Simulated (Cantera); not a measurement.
An adiabatic, constant-pressure homogeneous reactor starts with CH₄ : CO : O₂ : N₂ = 1 : 0.28 : 1.78 : 6.71 (molar parts), at 1650 K and 290000 Pa.

Computed with Cantera and GRI-Mech 3.0 (53 species, 325 reactions).

Problem. Predict: time of steepest temperature rise; temperature at 0.200 s; equilibrium temperature; x(CO) at 0.200 s; x(O₂) at 0.200 s.

Solution. 
| Quantity | Value |
|---|---|
| time of steepest temperature rise | 0.145 ms |
| temperature at 0.200 s | 2893 K |
| equilibrium temperature | 2893 K |
| x(CO) at 0.200 s | 0.0726 (gas-phase equilibrium 0.0726) |
| x(O₂) at 0.200 s | 0.00860 (gas-phase equilibrium 0.00860) |
